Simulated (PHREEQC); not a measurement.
1 kg of water holding 0.019 mol KCl, 0.28 mol NaCl, 0.049 mol CaCl2, 0.056 mol MgCl2 and 0.0045 mol SrCl2 is evaporated at 25 °C; the solids stay in contact with the brine. No CO2 enters from the air. Solids allowed: Bischofite, Brucite, Carnallite, Halite, Portlandite, Sylvite, MgCl2_4H2O. Others were left out.

Equilibrium calculation in PHREEQC: Pitzer model, pitzer.dat.

Problem. Predict ionic strength at water left (kg) = 0.2082, 0.1407, 0.07809, 0.06418.

Solution. 
| water left (kg) | ionic strength |
|---|---|
| 0.2082 | 3.01 |
| 0.1407 | 4.46 |
| 0.07809 | 8.04 |
| 0.06418 | 8.54 |
